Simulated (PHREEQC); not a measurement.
PHREEQC input (ion-association model, phreeqc.dat):

```
SOLUTION 1
  temp 40
  units mol/kgw
  pH 7 charge
END
SELECTED_OUTPUT 1
  -reset false
  -pH true
  -pe true
  -ionic_strength true
  -water true
  -totals Ca S S(-2) S(6)
  -molalities H+ Ca+2 SO4-2 OH- O2 HSO4- S-2 HS- H2S CaOH+
    CaSO4 CaHSO4+
  -equilibrium_phases Gypsum
PRINT
  -reset false
USE solution 1
REACTION_TEMPERATURE 1
  5 11 17 23 29 35 41 47 53 59 65 71 77 83 89 95
EQUILIBRIUM_PHASES 1
  Gypsum 0 0.5
  O2(g) -0.68 10
END
```

Selected output (columns that matter, 9 of 16 rows; T (°C) added in front):

```
T (°C)	pH	mu	Ca	S	m_H+	m_Ca+2	m_SO4-2	m_OH-	m_CaSO4	Gypsum
5	7.3418	0.039385	0.013601	0.013601	5.2506e-08	0.0098463	0.0098463	4.9212e-08	0.0037543	0.48639
17	7.1758	0.041218	0.014637	0.014637	7.7294e-08	0.010305	0.010305	9.7232e-08	0.004332	0.48536
29	7.0106	0.041967	0.015236	0.015236	1.1347e-07	0.010492	0.010492	1.7006e-07	0.0047437	0.48476
41	6.8608	0.041737	0.015401	0.015401	1.6065e-07	0.010434	0.010434	2.7689e-07	0.004967	0.48459
53	6.7308	0.040678	0.015174	0.015174	2.1715e-07	0.010169	0.010169	4.2974e-07	0.0050047	0.48482
59	6.6734	0.039892	0.014933	0.014933	2.4803e-07	0.0099729	0.0099726	5.2796e-07	0.0049601	0.48506
71	6.5734	0.037917	0.014243	0.014243	3.1271e-07	0.0094793	0.0094788	7.7865e-07	0.0047638	0.48575
83	6.4917	0.035546	0.013342	0.013342	3.7769e-07	0.0088866	0.0088859	1.1183e-06	0.0044551	0.48665
95	6.427	0.032931	0.012304	0.012304	4.3855e-07	0.008233	0.0082319	1.5695e-06	0.0040713	0.48769
```

Constants without temperature data keep their 25 °C values here. Outside its range of stability a hydrate's values are those of a metastable solid.
